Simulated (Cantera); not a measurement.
Input (Python, Cantera) and output of one run.

```python
import numpy as np
import cantera as ct

gas_names = """
    B BH BH2 BH3 BN BO BO2 B2 B2O B2O2 B2O3 B3O3H3 H HBO HBO2 HNO HNO2 HNO3 HO2 H2 H2O H2O2 H3B3O6 N NH
    NH2 NH3 NH2OH NO NO2 NO3 N2 N2H2 N2H4 N2O O OH O2 O3
""".split()
cond_names = """
    B(b) B(L) BN(s) B2O3(L) B3O3H3(cr) H2O(s) H2O(L)
""".split()


def load(file, names, dense=False):
    # The tables refer to 1 bar. Condensed volumes are neglected.
    table = {s.name: s for s in ct.Species.list_from_file(file)}
    out = []
    for n in names:
        d = dict(table[n].input_data)
        d["thermo"] = dict(d["thermo"], **{"reference-pressure": 1e5})
        if dense:
            d["equation-of-state"] = {"model": "constant-volume", "density": "1e6 g/cm^3"}
        out.append(ct.Species.from_dict(d))
    return out


gas = ct.Solution(thermo="ideal-gas", species=load("nasa_gas.yaml", gas_names))
cond = {s.name: ct.Solution(thermo="fixed-stoichiometry", species=[s], name=s.name)
        for s in load("nasa_condensed.yaml", cond_names, dense=True)}
atoms = {
    'B2O3': {'B': 2, 'O': 3},
    'N2': {'N': 2},
    'H2': {'H': 2},
}
top_T = {'BN(s)': 3200}  # K; cautious upper limits of use, not melting points


def equilibrate(T, P, feed):
    n = {}
    for name, mol in feed.items():
        for a, k in atoms[name].items():
            n[a] = n.get(a, 0.0) + k * mol
    gas.TPX = T, P, n
    mass = sum(n.values()) * gas.mean_molecular_weight
    gas.equilibrate("TP")
    valid = [c for c in cond.values() if c.min_temp <= T <= top_T.get(c.name, c.max_temp)]
    mix = ct.Mixture([(gas, mass / gas.mean_molecular_weight)] + [(c, 0.0) for c in valid])
    mix.T, mix.P = T, P
    mix.equilibrate("TP", solver="vcs", rtol=1e-11, max_steps=5000)
    return mix


results = []
feed = {'B2O3': 1, 'N2': 6.3, 'H2': 140}  # mol
P = 1333.22  # Pa
for T in [773, 923, 1073, 1223, 1373, 1523, 1673, 1823, 1973, 2123, 2273, 2423]:
    mix = equilibrate(T, P, feed)
    results.append((T, P, feed, dict(zip(mix.species_names, mix.species_moles))))

top = {s: max(r[3][s] / sum(r[3][g] for g in gas_names) for r in results) for s in gas_names}
cols = sorted((s for s in top if top[s] > 1e-05), key=lambda s: -top[s])[:5]
seen = [c for c in cond_names if any(r[3].get(c, 0) > 1e-12 for r in results)]
print("log10 of partial pressures in bar; condensed amounts in mol")
print(f"{'T/K':>10s}" + "".join(f"{s[:9]:>10s}" for s in cols + seen))
for T, P, feed, n in results:
    ng = sum(n[g] for g in gas_names)
    print(f"{T:10.4g}" + "".join(f"{np.log10(max(n[s] / ng * P / 1e5, 1e-99)):10.3f}" for s in cols)
          + "".join(f"{n.get(c, 0):10.4g}" for c in seen))
```

It prints:

```
log10 of partial pressures in bar; condensed amounts in mol
       T/K        H2         H        N2       HBO        BO     BN(s)   B2O3(L)
       773    -1.894   -12.989    -3.244   -13.807   -22.718   0.07821    0.9608
       923    -1.894   -10.559    -3.244   -10.559   -17.277   0.07697    0.9614
      1073    -1.894    -8.801    -3.243    -8.238   -13.380   0.07414     0.961
      1223    -1.895    -7.469    -3.244    -6.501   -10.455   0.07988    0.9389
      1373    -1.895    -6.425    -3.245    -5.154    -8.182    0.1135    0.7764
      1523    -1.900    -5.586    -3.244    -4.155    -6.439         0         0
      1673    -1.901    -4.894    -3.244    -4.089    -5.767         0         0
      1823    -1.902    -4.314    -3.245    -4.043    -5.215         0         0
      1973    -1.906    -3.823    -3.247    -4.025    -4.769         0         0
      2123    -1.915    -3.403    -3.251    -4.050    -4.425         0         0
      2273    -1.934    -3.043    -3.260    -4.130    -4.180         0         0
      2423    -1.969    -2.736    -3.277    -4.270    -4.027         0         0
```

Equilibrium computed with Cantera from the NASA thermochemical tables; the gas is ideal and each condensed phase is pure. N2 is the only nitrogen source here; it is nearly inert below about 1500 K, so the nitride shown seldom forms there in practice. Mutual solubility and eutectic melting of coexisting phases are not modelled.
